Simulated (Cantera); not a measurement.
A perfectly stirred reactor is fed with 2.58 % CH₄, 0.217 % C₂H₆, 0.748 % C₃H₈, 8.04 % O₂, 88.4 % N₂, at 27000 Pa; it is adiabatic with a 500 K inlet, and is followed from long to short residence time, starting on the burning branch (τ in s: 0.33, 0.13, 0.052, 0.02, 0.0081, 0.0032, 0.0013, 0.0005, 0.0002, 7.9e-05, 3.1e-05, 1.2e-05).

Model: GRI-Mech 3.0 (53 species, 325 reactions), integrated in Cantera. GRI-Mech 3.0 was tuned for natural gas; its chemistry of propane as a main component is partial and can be far from experiment.

Predict: blow-out, bracketed by the residence times tried; x(CH₄) at τ = 0.330 s; x(C₂H₆) at τ = 0.330 s; x(C₃H₈) at τ = 0.330 s; x(H₂) at τ = 0.330 s; x(H₂O) at τ = 0.330 s; x(CH₄) at τ = 1.30 ms; x(C₂H₆) at τ = 1.30 ms; x(C₃H₈) at τ = 1.30 ms.


```json
{
 "blow_out_bracketed_by_the_residence_times_tried": "burning at 0.130 s, out at 52.0 ms",
 "x(CH₄) at τ = 0.330 s": "0.000552",
 "x(C₂H₆) at τ = 0.330 s": "1.20e-5",
 "x(C₃H₈) at τ = 0.330 s": "5.41e-6",
 "x(H₂) at τ = 0.330 s": "0.0121",
 "x(H₂O) at τ = 0.330 s": "0.0719",
 "x(CH₄) at τ = 1.30 ms": "0.0258",
 "x(C₂H₆) at τ = 1.30 ms": "0.00217",
 "x(C₃H₈) at τ = 1.30 ms": "0.00748"
}
```
